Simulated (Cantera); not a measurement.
Charge: 1 mol Ta2O5, 1.1 mol CH4, 0.076 mol CO, at 898 K and 14.0 mbar.

Cantera equilibrium calculation (NASA polynomials, part measured and part estimated; ideal gas, pure solids and liquids). Candidate condensed phases: C, C6H6, C7H8, C8H18, H2O, Ta, TaC, Ta2O5; 113 gas species. Rates play no part.

Base state: H2 0.962, CO 0.0323, CH4 0.00415, H2O 0.00110, CO2 8.58e-5 (mole fractions); condensed: C(graphite) + Ta2O5(s).

What changes in the equilibrium state with this change: 0.076 mol CO2 added?


```json
[
 {"species": "H2", "before": "0.962", "after": "0.902"},
 {"species": "CO", "before": "0.0323", "after": "0.0904"},
 {"species": "CH4", "before": "0.00415", "after": "0.00365"},
 {"species": "H2O", "before": "0.00110", "after": "0.00289"},
 {"species": "CO2", "before": "8.58e-5", "after": "0.000672"},
 {"species": "C(graphite), mol", "before": "1.09", "after": "1.02"},
 {"species": "Ta2O5(s), mol", "before": "1.00", "after": "1.00"}
]
```
